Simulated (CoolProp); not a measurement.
Model: reference Helmholtz-energy equation of state, Platzer 1990, in CoolProp. This equation is an older, rougher fit; its heat capacities, sound speeds and derivatives of the liquid may be far off and weren't checked against measurements.

Task: Give the vapour pressure (MPa), liquid density (kg/m³), vapour Z, liquid viscosity (µPa s) of saturated CF4 (R14) at 184.9, 196.7, 208.4 K.

Result: 
```
T (K)  p (MPa)  liquid density (kg/m³)  vapour Z  liquid viscosity (µPa s)
-----  -------  ----------------------  --------  ------------------------
184.9    0.867                    1360     0.827                       124
196.7     1.38                    1270     0.756                       103
208.4     2.07                    1160     0.664                      84.2
```

Viscosity comes from a separate model (Huber 2003), an estimate that may be off by 10 % or more.
